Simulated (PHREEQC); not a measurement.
## Metal-bearing waste water (model solution)

Dissolve 0.0098 mol FeSO4, 0.028 mol H2SO4 and 0.006 mol Na2SO4 per kg of water at 25 °C. Closed to the air; pH follows from the charge balance.

Model: ion-association model, wateq4f.dat, run in PHREEQC.

```yaml
pH: 1.56
ionic_strength: 0.0800 mol/kgw
total_alkalinity: -56.0 meq/kg
```

```
species  molality  activity   log γ
-------  --------  --------  ------
H+         0.0326    0.0272  -0.079
HSO4-      0.0227    0.0180  -0.102
SO4-2      0.0169   0.00679  -0.397
Na+        0.0116   0.00924  -0.099
Fe+2      0.00605   0.00258  -0.370
FeSO4     0.00305   0.00311   0.008
```

No solid was allowed to form.
